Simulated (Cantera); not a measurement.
## Equilibrium for iron carbonyl, mercury and lead vapours: HgO + O₂ + N₂

Feed: 1 mol HgO, 2.4 mol O₂, 0.58 mol N₂, equilibrated at 1623.15 K and 0.230 bar.

Cantera equilibrium calculation (NASA polynomials, part measured and part estimated; ideal gas, pure solids and liquids). Candidate condensed phases: Hg, HgO; 10 gas species. Kinetics and transport are ignored.

```yaml
x(O₂): 0.647
x(Hg): 0.223
x(N₂): 0.129
x(NO): 0.00151
x(O): 3.19e-5
x(NO₂): 4.85e-6
gas_amount: 4.480 mol
log10 activity of Hg(l) (absent): -4.17
```
